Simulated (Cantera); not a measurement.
Reactions in the system N-Nb-O

Source: NASA polynomial tables (part measured, part estimated), evaluated in Cantera. Values are per mole of reaction as written; species without (g) are pure solids or liquids, kept so even where they would boil at 1 bar.

NbO2(g) + 4 N(g) = Nb + 2 N2O(g)

| T (K) | ΔH° (kJ) | ΔS° (J/K) | ΔG° (kJ) | log10 K |
|---|---|---|---|---|
| 300 | -1527.6 | -409.8 | -1404.6 | 244.56 |
| 1548 | -1532.9 | -424.3 | -876.2 | 29.56 |
| 1598 | -1532.5 | -424.0 | -855.0 | 27.95 |
| 1648 | -1532.0 | -423.7 | -833.8 | 26.43 |
| 1698 | -1531.5 | -423.4 | -812.6 | 25.00 |
| 1748 | -1530.9 | -423.0 | -791.4 | 23.65 |
| 1798 | -1530.3 | -422.7 | -770.3 | 22.38 |
| 1848 | -1529.7 | -422.3 | -749.2 | 21.18 |
| 1898 | -1529.0 | -422.0 | -728.1 | 20.04 |
| 1948 | -1528.3 | -421.6 | -707.0 | 18.96 |
| 1998 | -1527.5 | -421.2 | -685.9 | 17.93 |
| 2048 | -1526.8 | -420.9 | -664.8 | 16.96 |
